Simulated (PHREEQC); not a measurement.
# Brine

Consider water at 25 °C with 0.002 mol/kgw NaBr, 0.12 mol/kgw LiCl and 0.019 mol/kgw Fe(NO3)3. Closed to the air; pH follows from the charge balance.

The numbers come from PHREEQC with the ion-association model, phreeqc.dat.

| Property | Result |
|---|---|
| pH | 2.24 |
| ionic strength | 0.209 mol/kgw |
| density | 1.003 g/cm³ |
| total alkalinity | -38.0 meq/kg |

```csv
species,molality,activity,log γ
Li+,0.120,0.0905,-0.123
Cl-,0.113,0.0802,-0.147
NO3-,0.0570,0.0394,-0.161
H+,0.00728,0.00579,-0.099
FeCl+2,0.00575,0.00169,-0.533
Fe+3,0.00544,0.000696,-0.893
FeOH+2,0.00263,0.000772,-0.533
Br-,0.00200,0.00138,-0.161
```

No solid was allowed to form. Saturation is exceeded, for instance for Hematite (slow to form), Goethite (slow to form); the values hold only as long as no solid forms. Complexes and solids missing from the database can't appear.
